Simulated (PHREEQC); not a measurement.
A column of 0.2 m (30 cells, dispersivity 0.007 m, 3600 s a shift, diffusion coefficient 3e-10 m²/s) holds 0.071 eq of the database's cation exchanger X per kg of pore water, first in equilibrium with 1.3 mmol/kgw NaCl, 21 mmol/kgw LiCl and 0.01 mmol/kgw HCl. It is flushed with 0.066 mol/kgw MnCl2, 0.012 mol/kgw ZnSO4 and 1e-05 mol/kgw HCl, at 15 °C. Values are for the last cell. No CO2 enters from the air. Precipitation was switched off in this run.

The numbers come from PHREEQC with the ion-association model, phreeqc.dat.

```tsv
pore volumes	Mn in solution (mol/kgw)	S in solution (mol/kgw)	Zn in solution (mol/kgw)	Li in solution (mol/kgw)	Na in solution (mol/kgw)	MnX2 on the exchanger (mol/kgw)	LiX on the exchanger (mol/kgw)
0	0	0	0	0.0210	0.00130	0	0.0660
0.3167	0	2.34e-8	0	0.0210	0.00130	0	0.0660
0.6167	0	0.000533	0	0.0266	0.00165	0	0.0660
0.9167	1.05e-13	0.00509	0	0.0743	0.00467	2.38e-12	0.0659
1.217	0.00102	0.00969	3.24e-6	0.119	0.00933	0.00580	0.0541
1.517	0.0528	0.0115	0.00309	0.0351	0.00309	0.0293	0.00492
1.817	0.0658	0.0119	0.00748	0.00764	0.000712	0.0285	0.000942
2.117	0.0671	0.0120	0.00997	0.00155	0.000153	0.0273	0.000185
2.417	0.0667	0.0120	0.0111	0.000302	3.14e-5	0.0266	3.57e-5
2.717	0.0663	0.0120	0.0116	5.69e-5	6.27e-6	0.0263	6.70e-6
3.017	0.0661	0.0120	0.0119	1.05e-5	1.22e-6	0.0261	1.23e-6
```

Species that the database lacks are ignored.
